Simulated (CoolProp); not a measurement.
Properties of sulfur dioxide at several states.

Model: reference Helmholtz-energy equation of state, Gao 2016, in CoolProp.

```json
[
 {"T (°C)": "25.25", "p (bar)": "194", "phase": "liquid", "cp (kJ/(kg K))": "1.343", "cv (kJ/(kg K))": "0.8048"},
 {"T (°C)": "218.25", "p (bar)": "129", "phase": "supercritical", "cp (kJ/(kg K))": "2.039", "cv (kJ/(kg K))": "0.7684"},
 {"T (°C)": "17.35", "p (bar)": "138", "phase": "liquid", "cp (kJ/(kg K))": "1.350", "cv (kJ/(kg K))": "0.8090"},
 {"T (°C)": "170.65", "p (bar)": "0.107", "phase": "gas", "cp (kJ/(kg K))": "0.7012", "cv (kJ/(kg K))": "0.5712"},
 {"T (°C)": "198.15", "p (bar)": "198", "phase": "supercritical", "cp (kJ/(kg K))": "2.000", "cv (kJ/(kg K))": "0.7748"}
]
```
